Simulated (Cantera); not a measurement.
A freely propagating, adiabatic, planar premixed flame of 18.6 % H₂, 15.5 % O₂, 58.1 % N₂, 7.80 % H₂O, unburnt at 450 K and 0.800 bar; mixture-averaged transport, grid criteria slope 0.08 and curve 0.16, no radiation.

Model: the H2/O2 subset of GRI-Mech 3.0, which has no nitrogen chemistry, integrated in Cantera. Burning velocities carry a grid error of a few per cent, more on coarse grids. Lean hydrogen flames are cellular in practice and burn faster than this planar one.

Q: Predict: laminar burning velocity; thermal thickness; peak x(O); peak x(H₂O₂); peak x(H).

A: 
* **laminar burning velocity**: 144 cm/s
* **thermal thickness**: 0.504 mm
* **peak x(O)**: 0.00488
* **peak x(H₂O₂)**: 5.74e-5
* **peak x(H)**: 0.00833
